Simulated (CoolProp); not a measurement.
Properties of methane along the isotherm -65.75 °C.

Model: reference Helmholtz-energy equation of state, Setzmann 1991, in CoolProp.

```tsv
p (kPa)	phase	Z	expansivity (1/kK)	viscosity (µPa s)	conductivity (mW/(m K))
719	gas	0.9584	5.478	8.20	23.3
1440	gas	0.9143	6.313	8.32	24.2
2160	gas	0.8674	7.403	8.50	25.3
2870	gas	0.8177	8.860	8.76	26.7
3590	gas	0.7629	10.96	9.13	28.6
4310	gas	0.7023	14.17	9.65	31.3
5030	supercritical	0.6339	19.50	10.4	35.3
5750	supercritical	0.5554	29.18	11.7	41.9
6470	supercritical	0.4684	44.82	13.8	[?]
7190	supercritical	0.3991	[?]	16.8	61.7
7900	supercritical	0.3729	33.85	19.6	66.5
8620	supercritical	0.3703	24.57	21.8	70.1
9340	supercritical	0.3774	19.22	23.6	73.2
10100	supercritical	0.3897	15.75	25.2	[?]
10800	supercritical	0.4032	13.60	26.5	78.6
11500	supercritical	0.4179	12.05	27.7	80.9
```

Complete the blanks.


- 6470, conductivity (mW/(m K)): 52.3
- 7190, expansivity (1/kK): 47.20
- 10100, conductivity (mW/(m K)): 76.2

Viscosity comes from a separate model (Quiñones-Cisneros 2006). Thermal conductivity comes from a separate model (Friend 1989).
